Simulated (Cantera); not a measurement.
An isothermal plug-flow reactor at 1225 K and 100000 Pa (inlet), inlet velocity 2.1 m/s, active area per volume 9100 1/m; feed CH4 : O2 : N2 = 0.0058 : 0.067 : 0.79 (molar parts).

Cantera simulation using Deutschmann's 1995 Pt surface mechanism with GRI-Mech 3.0 gas chemistry; the numbers are that mechanism's predictions, not measurements. Catalytic surfaces can have several steady states; this one follows from the mechanism file's or the stated starting coverage. Mass transfer to the wall is taken as infinitely fast.

Q: What does this change do: temperature 1225 to 975 K?

A: 
```tsv
quantity	before	after
x(CH4) at z = 0.0078 m	3.63e-9	0.000829
x(O2) at z = 0.0078 m	0.0642	0.0659
x(H2O) at z = 0.0078 m	0.0134	0.0118
x(CO2) at z = 0.0078 m	0.00670	0.00589
x(CO) at z = 0.0078 m	1.95e-9	3.86e-7
θ(free Pt) at the exit	0.478	0.191
θ(O*) at the exit	0.521	0.807
θ(OH*) at the exit	0.00136	0.00210
```
